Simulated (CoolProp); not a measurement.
Computed with CoolProp (reference Helmholtz-energy equation of state, Thol 2015).

**Question.** For octamethylcyclotetrasiloxane (D4), give the phase and the cv (kJ/(kg K)), speed of sound (m/s), Joule-Thomson coefficient (K/MPa) at 620 K and 0.0278 MPa; 620 K and 1.29 MPa.

**Answer.** 
- 620 K and 0.0278 MPa: gas; cv 2.01, speed of sound 132, Joule-Thomson coefficient 7.08
- 620 K and 1.29 MPa: gas; cv 2.05, speed of sound 88.1, Joule-Thomson coefficient 12.9
